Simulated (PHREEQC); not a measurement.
Solution (25 °C): 11 mmol/kgw K2CO3, 0.066 mmol/kgw Fe(NO3)3 and 0.2 mmol/kgw KH2PO4. Closed to the air; pH follows from the charge balance.

The numbers come from PHREEQC with the ion-association model, wateq4f.dat.

| quantity | before | after |
|---|---|---|
| pH | 10.93 | 10.11 |
| ionic strength (mol/kgw) | 0.0319 | 0.0292 |
| CO3-2 (mol/kgw) | 0.00951 | 0.00677 |
| HCO3- (mol/kgw) | 0.00149 | 0.00423 |
| CO2 (mol/kgw) | 3.34e-8 | 6.04e-7 |

Q: Which change was made?
(A) KH2PO4 replaced by KBr at the same molality
(B) KH2PO4 from 0.0002 to 0.002 mol/kgw
(C) temperature from 25 to 80 °C
(D) Fe(NO3)3 left out
(E) temperature from 25 to 55 °C

A: C, temperature from 25 to 80 °C

No solid was allowed to form. Some of these states are supersaturated (in Fe(OH)3(a), Hematite (slow to form), Goethite (slow to form), for instance). H3PO4, which wateq4f.dat lacks, is added to it with the constant of phreeqc.dat. Constants without temperature data keep their 25 °C values here.
